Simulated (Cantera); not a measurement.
Charge: 1 mol Si, 5 mol NF3, 2 mol H2, 4.2 mol Cl2, held at 52.0 mbar.

Equilibrium computed with Cantera from the NASA thermochemical tables; the gas is ideal and each condensed phase is pure. Candidate condensed phases: NH4Cl, Si, Si3N4; 49 gas species. Kinetics and transport are ignored.

**Question.** At 1200 K, list the 4 most abundant gas species with their mole fractions, and the condensed phases.

**Answer.** ClF 0.440, HF 0.260, N2 0.163, SiF4 0.0651. Condensed: gas only.
